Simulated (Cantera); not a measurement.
## Thermodynamics of iron carbonyl, mercury and lead vapours, feed PbO + CO + H2

A closed system holds: 1 mol PbO, 0.34 mol CO, 58 mol H2, held at 1073.15 K and 6.60 mbar.

Equilibrium computed with Cantera from the NASA thermochemical tables; the gas is ideal and each condensed phase is pure. Candidate condensed phases: C, C6H6, C7H8, C8H18, H2O, Pb, PbO, PbO2, Pb3O4; 113 gas species. Kinetics and transport are ignored.

| Quantity | Result |
|---|---|
| x(H2) | 0.966 |
| x(H2O) | 0.0168 |
| x(Pb) | 0.0111 |
| x(CO) | 0.00566 |
| x(CO2) | 0.000107 |
| n(Pb(l)) | 0.345 mol |
| gas amount | 59.00 mol |
| log10 activity of C(graphite) (absent) | -3.56 |
| log10 activity of PbO2(s) (absent) | -18.74 |
